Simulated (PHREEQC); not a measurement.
Consider water at 49 °C with 1.2 mol KHCO3 and 0.12 mol NaOH per kg of water. Closed to the air; pH follows from the charge balance.

Model: ion-association model, phreeqc.dat, run in PHREEQC.

Each row changes one thing in this solution. This is a speciation only: nothing precipitates in the calculation.

```json
[
 {"case": "as made", "pH": "8.46", "ionic strength (mol/kgw)": "1.35", "Na+ (mol/kgw)": "0.0660"},
 {"case": "temperature from 49 to 20 °C", "pH": "8.79", "ionic strength (mol/kgw)": "1.39", "Na+ (mol/kgw)": "0.0834"},
 {"case": "KHCO3 left out", "pH": "___", "ionic strength (mol/kgw)": "0.120", "Na+ (mol/kgw)": "0.120"},
 {"case": "KHCO3 from 1.2 to 0.24 mol/kgw", "pH": "9.45", "ionic strength (mol/kgw)": "0.368", "Na+ (mol/kgw)": "___"},
 {"case": "temperature from 49 to 80 °C", "pH": "___", "ionic strength (mol/kgw)": "1.31", "Na+ (mol/kgw)": "0.0467"},
 {"case": "KHCO3 from 1.2 to 1.08 mol/kgw", "pH": "8.51", "ionic strength (mol/kgw)": "1.23", "Na+ (mol/kgw)": "0.0660"}
]
```

Q: Some entries are withheld; supply them.

A: 
- KHCO3 left out, pH: 12.24
- KHCO3 from 1.2 to 0.24 mol/kgw, Na+ (mol/kgw): 0.0631
- temperature from 49 to 80 °C, pH: 8.24

The ionic strength passes 0.7 mol/kgw, the rough limit of the ion-association models, in as made; temperature from 49 to 20 °C; temperature from 49 to 80 °C; KHCO3 from 1.2 to 1.08 mol/kgw. Away from 25 °C the constants follow the database's enthalpies or fits; those with neither stay at their 25 °C values.
